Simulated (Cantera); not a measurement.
Input: 1 mol B2O3, 0.51 mol NH3, 13 mol H2, at 1330 Pa.

Method: chemical equilibrium by Gibbs-energy minimisation in Cantera with the NASA 1993 tables (ideal gas, pure condensed phases). Candidate condensed phases: B, BN, B2O3, B3O3H3, H2O; 39 gas species. Equilibrium is a limit: real reactors are often held back by kinetics, nucleation or transport.

Q: At 1925 °C, list the 5 most abundant gas species with their mole fractions, and the condensed phases.

A: H2 0.822, H 0.0437, HBO2 0.0360, HBO 0.0311, BO 0.0201. Condensed: gas only.
